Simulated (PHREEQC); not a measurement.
A solution holds 0.092 mol/kgw NH4Cl, at 25 °C. Closed to the air; pH follows from the charge balance.

All values are PHREEQC results (ion-association model, phreeqc.dat), not measurements.

- pH: 5.25
- ionic strength: 0.0920 mol/kgw
- specific conductance: 11600 µS/cm
- density: 0.999 g/cm³

| species | molality | activity | log γ |
|---|---|---|---|
| Cl- | 0.0920 | 0.0711 | -0.112 |
| NH4+ | 0.0920 | 0.0692 | -0.124 |
| H+ | 6.82e-6 | 5.66e-6 | -0.082 |
| NH3 | 6.82e-6 | 6.97e-6 | 0.009 |
| OH- | 2.32e-9 | 1.78e-9 | -0.115 |

This is a speciation only: nothing precipitates in the calculation.
